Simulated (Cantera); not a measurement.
A closed system holds: 1 mol Si, 0.21 mol H2O, 69 mol H2, equilibrated at 1900 K.

These are equilibrium values from Cantera (NASA tables, ideal gas, pure condensed phases), not measurements of a reactor. Candidate condensed phases: H2O, Si, SiO2; 18 gas species. Gases not in the tables: Si2H6 and higher silanes. The numbers say what is thermodynamically allowed, not how fast it happens.

Which condensed phases are stable at each of these points (P (Pa)): 0.100, 1.50, 22, 320, 4600, 68000, 1000000?


```csv
P (Pa),condensed phases,Si condensed (%)
0.100,gas only,0.0
1.50,gas only,0.0
22,gas only,0.0
320,Si(l),49.0
4600,Si(l),76.3
68000,Si(l),78.4
1000000,Si(l),78.7
```

From 0.000750 Torr to 0.165 Torr nothing is condensed. From 2.40 Torr to 7500 Torr the condensed part is Si(l).
